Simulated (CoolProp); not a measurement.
A simple Rankine cycle with dimethyl carbonate: condensing at 324.15 K, boiler at 0.29 MPa, turbine inlet 402.3 K, turbine efficiency 0.8, pump efficiency 0.8, no recuperator. Each further row changes one setting.

The numbers come from the reference Helmholtz-energy equation of state, Zhou 2011 in CoolProp.

```
case                             thermal efficiency (%)  net work (kJ/kg)  heat in (kJ/kg)  turbine exit temperature (K)  volume ratio over the turbine
-------------------------------  ----------------------  ----------------  ---------------  ----------------------------  -----------------------------
as stated                                          13.1              65.4              500                         349.8                           11.0
turbine inlet 422.3 K                               ___              69.3              ___                         369.5                           11.0
condensing temperature 316.15 K                    14.3               ___              515                           ___                            ___
boiler pressure 0.203 MPa                          11.4              57.3              503                         357.8                           7.71
turbine efficiency 0.7                             11.4              57.2              500                         356.0                            ___
```

Task: Complete the blanks.

Result: 
- turbine inlet 422.3 K, thermal efficiency (%): 13.0
- turbine inlet 422.3 K, heat in (kJ/kg): 531
- condensing temperature 316.15 K, net work (kJ/kg): 73.8
- condensing temperature 316.15 K, turbine exit temperature (K): 343.2
- condensing temperature 316.15 K, volume ratio over the turbine: 15.3
- turbine efficiency 0.7, volume ratio over the turbine: 11.2
